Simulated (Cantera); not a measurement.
A Cantera script and what it prints.

```python
import numpy as np
import cantera as ct

gas_names = """
    CL CLO CL2 H HCL HOCL HO2 H2 H2O H2O2 O OH O2 O3 Ti TiCL TiCL2 TiCL3 TiCL4 TiO TiOCL TiOCL2 TiO2
""".split()
cond_names = """
    H2O(s) H2O(L) Ti(a) Ti(b) Ti(L) TiCL2(s) TiCL3(s) TiCL4(L) TiO(a) TiO(b) TiO(L) TiO2(ru) TiO2(L)
    Ti2O3(a) Ti2O3(b) Ti2O3(L) Ti3O5(a) Ti3O5(b) Ti3O5(L) Ti4O7(s) Ti4O7(L)
""".split()


# ... load() reads the species with a 1 bar reference pressure and builds the phases ...
atoms = {
    'TiO2': {'Ti': 1, 'O': 2},
    'HCl': {'H': 1, 'CL': 1},
}
top_T = {'TiCL2(s)': 1300, 'TiCL3(s)': 1000}  # K; cautious upper limits of use, not melting points


# ... equilibrate(T, P, feed) seeds the gas with the atoms and calls Mixture.equilibrate('TP', solver="vcs", rtol=1e-11, max_steps=5000) ...
results = []
T = 1823.15  # K
P = 2.5  # Pa
for m in [12, 14, 16, 18, 21, 25, 29, 33, 38, 44, 51, 60]:
    feed = {'TiO2': 1, 'HCl': m}  # mol
    mix = equilibrate(T, P, feed)
    results.append((T, P, feed, dict(zip(mix.species_names, mix.species_moles))))

top = {s: max(r[3][s] / sum(r[3][g] for g in gas_names) for r in results) for s in gas_names}
cols = sorted((s for s in top if top[s] > 0.0001), key=lambda s: -top[s])[:5]
seen = [c for c in cond_names if any(r[3].get(c, 0) > 1e-12 for r in results)]
print("log10 of partial pressures in bar; condensed amounts in mol")
print(f"{'n(HCl)':>10s}" + "".join(f"{s[:9]:>10s}" for s in cols + seen))
for T, P, feed, n in results:
    ng = sum(n[g] for g in gas_names)
    print(f"{feed['HCl']:10.4g}" + "".join(f"{np.log10(max(n[s] / ng * P / 1e5, 1e-99)):10.3f}" for s in cols)
          + "".join(f"{n.get(c, 0):10.4g}" for c in seen))
```

Output:

```
log10 of partial pressures in bar; condensed amounts in mol
    n(HCl)       HCL        CL        H2         H       H2O  TiO2(ru)  Ti4O7(s)
        12    -4.746    -5.348    -5.756    -6.241    -6.689    0.5531    0.1105
        14    -4.746    -5.348    -5.756    -6.241    -6.689    0.4786    0.1289
        16    -4.746    -5.348    -5.756    -6.241    -6.689    0.4042    0.1473
        18    -4.746    -5.348    -5.756    -6.241    -6.689    0.3297    0.1657
        21    -4.746    -5.348    -5.756    -6.241    -6.689     0.218    0.1934
        25    -4.746    -5.348    -5.756    -6.241    -6.689   0.06901    0.2302
        29    -4.745    -5.349    -5.754    -6.240    -6.721         0     0.247
        33    -4.745    -5.350    -5.750    -6.238    -6.775         0    0.2465
        38    -4.744    -5.351    -5.747    -6.236    -6.833         0    0.2458
        44    -4.744    -5.352    -5.744    -6.235    -6.892         0    0.2449
        51    -4.744    -5.353    -5.741    -6.233    -6.949         0    0.2437
        60    -4.743    -5.354    -5.739    -6.232    -7.009         0     0.242
```

Cantera equilibrium calculation (NASA polynomials, part measured and part estimated; ideal gas, pure solids and liquids). Mutual solubility and eutectic melting of coexisting phases are not modelled. The tables' values for TiCl2, TiOCl are old estimates; treat these amounts as uncertain. Condensed phases not in the tables: Magnéli phases beyond Ti4O7.
